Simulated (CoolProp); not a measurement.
A simple Rankine cycle with methanol: condensing at 327.15 K, boiler at 4.52 MPa, turbine inlet 481.4 K, turbine efficiency 0.8, pump efficiency 0.8, no recuperator. Each further row changes one setting.

The numbers come from the reference Helmholtz-energy equation of state, de Reuck 1993 in CoolProp.

| case | thermal efficiency (%) | net work (kJ/kg) | heat in (kJ/kg) | turbine exit temperature (K) | volume ratio over the turbine |
|---|---|---|---|---|---|
| as stated | 20.6 | 237 | 1150 | 327.2 | 58.6 |
| turbine inlet 501.4 K | 21.1 | 267 | 1270 | 327.2 | 52.2 |
| condensing temperature 319.15 K | 21.6 | 254 | 1170 | 319.1 | 80.8 |
| boiler pressure 3.16 MPa | 19.8 | 250 | 1260 | 327.2 | 36.2 |
| turbine efficiency 0.7 | 17.9 | 206 | 1150 | 327.2 | 60.5 |

The expansion ends wet for: as stated; turbine inlet 501.4 K; condensing temperature 319.15 K; boiler pressure 3.16 MPa; turbine efficiency 0.7.
